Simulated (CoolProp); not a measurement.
Carbon dioxide along the isobar 40 bar: density (kg/m³) from the reference equation and from simpler models built on Tc = 304.1 K, pc = 73.77 bar, ω = 0.224; each cubic takes its own stable root.

Computed with CoolProp (reference Helmholtz-energy equation of state, Span 1996).

| T (K) | phase | reference |
|---|---|---|
| 242.9 | liquid | 1086 |
| 283.1 | gas | 108.5 |
| 323.3 | gas | 78.79 |
| 363.5 | gas | 65.16 |
| 403.7 | gas | 56.41 |
| 443.9 | gas | 50.09 |
| 484 | gas | 45.22 |
| 524.2 | gas | 41.30 |
| 564.4 | gas | 38.07 |

Q: How far does each simpler model (Redlich-Kwong, Soave-Redlich-Kwong, Peng-Robinson) lie from the reference over these 9 states: mean and median of the absolute difference, and the worst?

A: 
- Redlich-Kwong: mean 2.4 %, median 1.0 %, worst -12.4 % at 242.9 K and 40 bar
- Soave-Redlich-Kwong: mean 1.7 %, median 0.8 %, worst -8.8 % at 242.9 K and 40 bar
- Peng-Robinson: mean 1.1 %, median 0.9 %, worst +3.3 % at 242.9 K and 40 bar
